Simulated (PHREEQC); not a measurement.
NaOH is added in steps, without added water, to 1 kg of water holding 0.011 mol/kgw HCl, 0.00097 mol/kgw CuSO4 and 0.00093 mol/kgw MnSO4, at 25 °C. The system is closed to oxygen. CO2 from the air is kept out. Only these solids could form: Pyrochroite, Cu(OH)2, Brochantite, Antlerite, Atacamite, Halite, Mirabilite, Chalcanthite.

Base run: PHREEQC, ion-association model, wateq4f.dat. Each further column changes one thing. The table gives pH.

```json
[
 {"NaOH added (mol)": "0", "base": "2.03", "Davies equation for every ion": "2.04", "metal-ligand complexes left out": "2.04", "all activity coefficients set to 1": "1.99"},
 {"NaOH added (mol)": "0.0016", "base": "2.10", "Davies equation for every ion": "2.11", "metal-ligand complexes left out": "2.11", "all activity coefficients set to 1": "2.06"},
 {"NaOH added (mol)": "0.0036", "base": "2.21", "Davies equation for every ion": "2.22", "metal-ligand complexes left out": "2.21", "all activity coefficients set to 1": "2.17"},
 {"NaOH added (mol)": "0.0052", "base": "2.32", "Davies equation for every ion": "2.32", "metal-ligand complexes left out": "2.32", "all activity coefficients set to 1": "2.28"},
 {"NaOH added (mol)": "0.0072", "base": "2.50", "Davies equation for every ion": "2.51", "metal-ligand complexes left out": "2.51", "all activity coefficients set to 1": "2.47"},
 {"NaOH added (mol)": "0.0088", "base": "2.74", "Davies equation for every ion": "2.75", "metal-ligand complexes left out": "2.75", "all activity coefficients set to 1": "2.71"},
 {"NaOH added (mol)": "0.0108", "base": "3.79", "Davies equation for every ion": "3.80", "metal-ligand complexes left out": "3.79", "all activity coefficients set to 1": "3.75"},
 {"NaOH added (mol)": "0.0124", "base": "6.20", "Davies equation for every ion": "6.21", "metal-ligand complexes left out": "6.16", "all activity coefficients set to 1": "6.07"},
 {"NaOH added (mol)": "0.0144", "base": "9.57", "Davies equation for every ion": "9.57", "metal-ligand complexes left out": "9.54", "all activity coefficients set to 1": "9.51"},
 {"NaOH added (mol)": "0.016", "base": "11.02", "Davies equation for every ion": "11.02", "metal-ligand complexes left out": "11.02", "all activity coefficients set to 1": "11.08"}
]
```

The database's constant for dissolved Cu(OH)2 is higher than later reviews accept.
